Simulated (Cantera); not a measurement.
What does this Cantera script print?

```python
import numpy as np
import cantera as ct

gas_names = """
    C CN CO CO2 C2 CCN CNC C2N2 C2O C3 C3O2 C4 C4N2 C5 Fe FeC5O5 FeO N NCO NO NO2 NO3 N2 N2O O O2 O3
""".split()
cond_names = """
    C(gr) Fe(a) Fe(c) Fe(d) Fe(L) FeC5O5(L) FeO(s) FeO(L) Fe2O3(s) Fe3O4(s)
""".split()


# ... load() reads the species with a 1 bar reference pressure and builds the phases ...
atoms = {
    'Fe2O3': {'Fe': 2, 'O': 3},
    'CO': {'C': 1, 'O': 1},
    'N2': {'N': 2},
}
top_T = {'C(gr)': 4500, 'Fe2O3(s)': 1830, 'Fe3O4(s)': 1870}  # K; cautious upper limits of use, not melting points


# ... equilibrate(T, P, feed) seeds the gas with the atoms and calls Mixture.equilibrate('TP', solver="vcs", rtol=1e-11, max_steps=5000) ...
results = []
feed = {'Fe2O3': 1, 'CO': 8, 'N2': 8.6}  # mol
T = 1775  # K
P = 180000  # Pa
mix = equilibrate(T, P, feed)
results.append((T, P, feed, dict(zip(mix.species_names, mix.species_moles))))
print(gas.report(threshold=1e-06))
for i in range(1, mix.n_phases):
    print(f"{mix.phase(i).name:16s} {mix.phase_moles(i):12.5e} mol")
```

It prints:

```
       temperature   1775 K
          pressure   1.8e+05 Pa
           density   0.35341 kg/m^3
  mean mol. weight   28.976 kg/kmol
   phase of matter   gas

                          1 kg             1 kmol
                     ---------------   ---------------
          enthalpy       -6.9898e+05       -2.0254e+07  J
   internal energy       -1.2083e+06       -3.5012e+07  J
           entropy            8841.9        2.5621e+05  J/K
    Gibbs function       -1.6393e+07       -4.7502e+08  J
 heat capacity c_p              1281             37118  J/K
 heat capacity c_v            994.04             28804  J/K

                      mass frac. Y      mole frac. X     chem. pot. / RT
                     ---------------   ---------------   ---------------
                CO           0.40761           0.42167           -35.068
               CO2          0.091507           0.06025           -59.938
                Fe        1.8826e-05        9.7684e-06           -7.2835
                N2           0.50086           0.51807           -26.615
     [  +23 minor]        2.5818e-07        1.7145e-07

C(gr)             0.00000e+00 mol
Fe(d)             0.00000e+00 mol
FeC5O5(L)         0.00000e+00 mol
FeO(L)            1.99984e+00 mol
Fe2O3(s)          0.00000e+00 mol
Fe3O4(s)          0.00000e+00 mol
```

Method: chemical equilibrium by Gibbs-energy minimisation in Cantera with the NASA 1993 tables (ideal gas, pure condensed phases). The tables' stoichiometric FeO is somewhat more stable than real wüstite, so its field is too wide. FeO: taken at fixed stoichiometry.
